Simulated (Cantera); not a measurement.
Feed: 1 mol C3H8, 3.9 mol CO2, 0.013 mol NH3, equilibrated at 500 K.

Cantera equilibrium calculation (NASA polynomials, part measured and part estimated; ideal gas, pure solids and liquids). Candidate condensed phases: C, C6H6, C7H8, C8H18, H2O; 136 gas species. The ideal-gas law is rough above about 30 bar. Rates play no part.

What share of the C ends up in condensed phases as a function of P (Pa), at 10, 100, 1000, 10000, 100000, 1000000, 10000000?


```json
[
 {"P (Pa)": "10", "C condensed (%)": "56.5", "as": "C(graphite)"},
 {"P (Pa)": "100", "C condensed (%)": "60.1", "as": "C(graphite)"},
 {"P (Pa)": "1000", "C condensed (%)": "61.4", "as": "C(graphite)"},
 {"P (Pa)": "10000", "C condensed (%)": "61.7", "as": "C(graphite)"},
 {"P (Pa)": "100000", "C condensed (%)": "61.9", "as": "C(graphite)"},
 {"P (Pa)": "1000000", "C condensed (%)": "61.9", "as": "C(graphite)"},
 {"P (Pa)": "10000000", "C condensed (%)": "72.2", "as": "C(graphite)"}
]
```
